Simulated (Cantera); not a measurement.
Input (Python, Cantera):

```python
import numpy as np
import cantera as ct

surf = ct.Interface("diamond.yaml", "diamond_100")
gas, bulk = surf.adjacent["gas"], surf.adjacent["diamond"]
k = surf.kinetics_species_index(bulk.species_names[0])
cover = ["c6HH", "c6H*", "c6*H", "c6**", "c6HM", "c6B"]

rows, drift = [], 0.0
print(f"{'xH':>10s}{'um/h':>11s}" + "".join(f"{s:>11s}" for s in cover))
for v in [0.0001, 0.00021, 0.00042, 0.00086, 0.0018, 0.0036, 0.0075, 0.015, 0.032]:
    T, P, xH, xCH3 = 1075, 2100, v, 0.00076
    gas.TPX = T, P, {"H": xH, "CH3": xCH3, "CH4": 0.0062, "H2": 1 - xH - xCH3 - 0.0062}
    surf.TP = bulk.TP = T, P
    surf.coverages = "c6H*:0.1, c6HH:0.9"
    surf.advance_coverages(100.0)
    before = surf.coverages
    surf.advance_coverages(100.0)
    drift = max(drift, np.max(np.abs(surf.coverages - before) / (surf.coverages + 1e-9)))
    rate = surf.net_production_rates[k] * bulk.mean_molecular_weight / bulk.density * 3.6e9
    rows.append([rate, *surf[cover].coverages])
    print(f"{v:10.4g}{rate:11.4e}" + "".join(f"{x:11.3e}" for x in rows[-1][1:]))
```

Output:

```
        xH       um/h       c6HH       c6H*       c6*H       c6**       c6HM        c6B
    0.0001 3.0478e-01  5.470e-01  1.948e-02  3.277e-01  2.888e-03  6.371e-02  8.270e-10
   0.00021 6.7298e-01  5.104e-01  2.090e-02  3.515e-01  5.160e-03  7.083e-02  1.826e-09
   0.00042 1.3222e+00  4.924e-01  2.164e-02  3.641e-01  7.686e-03  7.369e-02  3.588e-09
   0.00086 2.4680e+00  4.862e-01  2.222e-02  3.738e-01  1.018e-02  7.066e-02  6.697e-09
    0.0018 4.2311e+00  4.899e-01  2.288e-02  3.847e-01  1.226e-02  5.997e-02  1.148e-08
    0.0036 6.2259e+00  4.992e-01  2.357e-02  3.963e-01  1.369e-02  4.500e-02  1.689e-08
    0.0075 8.2210e+00  5.103e-01  2.427e-02  4.078e-01  1.473e-02  2.885e-02  2.231e-08
     0.015 9.6401e+00  5.187e-01  2.479e-02  4.159e-01  1.536e-02  1.701e-02  2.616e-08
     0.032 1.0614e+01  5.246e-01  2.520e-02  4.214e-01  1.576e-02  8.803e-03  2.880e-08
```

Cantera simulation using the Harris–Goodwin 1993 mechanism for the reconstructed diamond (100) surface; the numbers are that mechanism's predictions, not measurements.
